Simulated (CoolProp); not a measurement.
Values from CoolProp's reference Helmholtz-energy equation of state, Span 1996.

Q: For carbon dioxide, give the phase and the cp (kJ/(kg K)), viscosity (µPa s), conductivity (mW/(m K)) at 151.55 °C and 1.01 bar; 170.75 °C and 1.01 bar.

A: 
- 151.55 °C and 1.01 bar: gas; cp 0.961, viscosity 20.7, conductivity 26.7
- 170.75 °C and 1.01 bar: gas; cp 0.976, viscosity 21.6, conductivity 28.3

Viscosity comes from a separate model (Laesecke 2017). Thermal conductivity comes from a separate model (Huber 2016).
